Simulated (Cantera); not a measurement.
Charge: 1 mol Pb, 2.5 mol CO, 15 mol H2, equilibrated at 1700 °C and 0.770 bar.

Cantera equilibrium calculation (NASA polynomials, part measured and part estimated; ideal gas, pure solids and liquids). Candidate condensed phases: C, C6H6, C7H8, C8H18, H2O, Pb, PbO, PbO2, Pb3O4; 113 gas species. Kinetics and transport are ignored.

Q: What is the equilibrium state?

A: 
```json
{
  "x(H2)": "0.809",
  "x(CO)": "0.135",
  "x(Pb)": "0.0540",
  "x(H)": "0.00138",
  "x(H2O)": "6.61e-5",
  "x(CH4)": "3.83e-5",
  "x(C2H2 (acetylene))": "1.44e-5",
  "x(Pb2)": "1.15e-5",
  "x(CO2)": "2.46e-6",
  "gas_amount": "18.51 mol",
  "log10 activity of C(graphite) (absent)": "-0.78",
  "log10 activity of Pb(l) (absent)": "-1.27"
}
```
